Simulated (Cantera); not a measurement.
A jet of 1.33 % CH4, 11.1 % O2, 87.6 % N2 at 300 K and 49.5 Torr hits a platinum plate 2.9 cm away at a mass flux of 0.047 kg/m²/s; the plate temperature is set and raised in steps from an oxygen-covered start.

Cantera simulation using Deutschmann's 1995 Pt surface mechanism with GRI-Mech 3.0 gas chemistry; the numbers are that mechanism's predictions, not measurements. Catalytic surfaces can have several steady states; this one follows from the mechanism file's or the stated starting coverage.

x: mole fraction at the wall; θ: surface coverage.

| plate T (K) | wall x CH4 | wall x O2 | wall x H2O | wall x OH | wall x CO | wall x CO2 | θ free Pt | θ O* |
|---|---|---|---|---|---|---|---|---|
| 950 | 0.00786 | 0.0993 | 0.0101 | 6.32e-8 | 4.32e-6 | 0.00663 | 0.287 | 0.712 |
| 1000 | 0.00629 | 0.0960 | 0.0130 | 1.77e-7 | 4.68e-6 | 0.00852 | 0.358 | 0.642 |
| 1050 | 0.00506 | 0.0934 | 0.0153 | 4.36e-7 | 5.02e-6 | 0.0100 | 0.428 | 0.572 |
| 1100 | … | 0.0914 | 0.0169 | … | 5.41e-6 | 0.0111 | … | … |
| 1150 | … | 0.0900 | 0.0182 | … | … | 0.0119 | … | … |
| 1200 | 0.00293 | 0.0890 | 0.0190 | 3.69e-6 | 6.60e-6 | 0.0125 | 0.621 | 0.379 |
| 1250 | 0.00255 | 0.0882 | 0.0197 | 6.52e-6 | 7.52e-6 | 0.0129 | 0.676 | 0.323 |
| 1300 | 0.00227 | 0.0877 | 0.0201 | 1.09e-5 | 8.80e-6 | 0.0132 | 0.727 | 0.273 |

**Question.** Fill in the missing entries.

**Answer.** 
- 1100, wall x CH4: 0.00413
- 1100, wall x OH: 9.65e-7
- 1100, θ free Pt: 0.496
- 1100, θ O*: 0.504
- 1150, wall x CH4: 0.00344
- 1150, wall x OH: 1.96e-6
- 1150, wall x CO: 5.92e-6
- 1150, θ free Pt: 0.561
- 1150, θ O*: 0.439
